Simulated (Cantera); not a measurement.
Input (Python, Cantera) and output of one run.

```python
import numpy as np
import cantera as ct

gas_names = """
    H HNO HNO2 HNO3 HO2 H2 H2O H2O2 N NH NH2 NH3 NH2OH NO NO2 NO3 N2 N2H2 N2H4 N2O O OH O2 O3
""".split()
cond_names = """
    H2O(s) H2O(L)
""".split()


def load(file, names, dense=False):
    # The tables refer to 1 bar. Condensed volumes are neglected.
    table = {s.name: s for s in ct.Species.list_from_file(file)}
    out = []
    for n in names:
        d = dict(table[n].input_data)
        d["thermo"] = dict(d["thermo"], **{"reference-pressure": 1e5})
        if dense:
            d["equation-of-state"] = {"model": "constant-volume", "density": "1e6 g/cm^3"}
        out.append(ct.Species.from_dict(d))
    return out


gas = ct.Solution(thermo="ideal-gas", species=load("nasa_gas.yaml", gas_names))
cond = {s.name: ct.Solution(thermo="fixed-stoichiometry", species=[s], name=s.name)
        for s in load("nasa_condensed.yaml", cond_names, dense=True)}
atoms = {
    'N2O': {'N': 2, 'O': 1},
    'H2O': {'H': 2, 'O': 1},
    'H2': {'H': 2},
}
top_T = {}  # K; cautious upper limits of use, not melting points


def equilibrate(T, P, feed):
    n = {}
    for name, mol in feed.items():
        for a, k in atoms[name].items():
            n[a] = n.get(a, 0.0) + k * mol
    gas.TPX = T, P, n
    mass = sum(n.values()) * gas.mean_molecular_weight
    gas.equilibrate("TP")
    valid = [c for c in cond.values() if c.min_temp <= T <= top_T.get(c.name, c.max_temp)]
    mix = ct.Mixture([(gas, mass / gas.mean_molecular_weight)] + [(c, 0.0) for c in valid])
    mix.T, mix.P = T, P
    mix.equilibrate("TP", solver="vcs", rtol=1e-11, max_steps=5000)
    return mix


results = []
feed = {'N2O': 1, 'H2O': 0.06, 'H2': 0.16}  # mol
T = 2848  # K
P = 10000  # Pa
mix = equilibrate(T, P, feed)
results.append((T, P, feed, dict(zip(mix.species_names, mix.species_moles))))
print(gas.report(threshold=1e-06))
for i in range(1, mix.n_phases):
    print(f"{mix.phase(i).name:16s} {mix.phase_moles(i):12.5e} mol")
```

Output:

```
       temperature   2848 K
          pressure   10000 Pa
           density   0.010654 kg/m^3
  mean mol. weight   25.228 kg/kmol
   phase of matter   gas

                          1 kg             1 kmol
                     ---------------   ---------------
          enthalpy        4.1197e+06        1.0393e+08  J
   internal energy        3.1811e+06        8.0251e+07  J
           entropy             11551        2.9142e+05  J/K
    Gibbs function       -2.8779e+07       -7.2603e+08  J
 heat capacity c_p            1457.7             36774  J/K
 heat capacity c_v            1128.1             28460  J/K

                      mass frac. Y      mole frac. X     chem. pot. / RT
                     ---------------   ---------------   ---------------
                 H          0.001389          0.034764           -13.657
               HO2          1.67e-05        1.2764e-05           -47.772
                H2         0.0010349           0.01295           -27.313
               H2O          0.047071          0.065917           -44.371
                 N        6.4046e-06        1.1535e-05           -15.553
                NO          0.035541          0.029881           -32.611
               NO2        1.0304e-05        5.6506e-06           -49.669
                N2           0.60022           0.54053           -31.107
                 O          0.055173          0.086999           -17.058
                OH          0.034985          0.051896           -30.714
                O2           0.22455           0.17704           -34.115
     [  +13 minor]        1.8128e-06        1.3842e-06
```

These are equilibrium values from Cantera (NASA tables, ideal gas, pure condensed phases), not measurements of a reactor.
